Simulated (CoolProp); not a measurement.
Properties of hydrogen sulfide along the isotherm 525 K.

Model: reference Helmholtz-energy equation of state, Lemmon 2006, in CoolProp. It is a short technical equation, of lower accuracy than the large ones.

```csv
p (kPa),phase,cv (kJ/(kg K)),Joule-Thomson coefficient (K/MPa),expansivity (1/kK),fugacity coefficient
281,gas,0.8624,4.988,1.928,0.9967
562,gas,0.8637,4.984,1.952,0.9935
844,gas,0.8651,4.979,1.976,0.9902
1120,gas,0.8664,4.975,1.999,0.9871
1410,gas,0.8678,4.970,2.025,0.9837
1690,gas,___,4.964,2.050,0.9805
1970,gas,0.8706,4.959,2.075,0.9774
2250,gas,0.8720,4.952,2.101,0.9742
2530,gas,0.8734,4.946,2.127,___
2810,gas,0.8748,4.939,2.154,0.9679
3090,gas,0.8762,___,2.181,0.9647
3370,gas,0.8776,4.924,2.208,0.9616
3660,gas,0.8791,4.916,2.237,0.9583
3940,gas,0.8806,4.907,2.265,0.9552
4220,gas,0.8820,4.898,2.293,0.9521
4500,gas,0.8835,4.889,2.322,0.9490
```

Complete the blanks.


- 1690, cv (kJ/(kg K)): 0.8692
- 2530, fugacity coefficient: 0.9710
- 3090, Joule-Thomson coefficient (K/MPa): 4.932
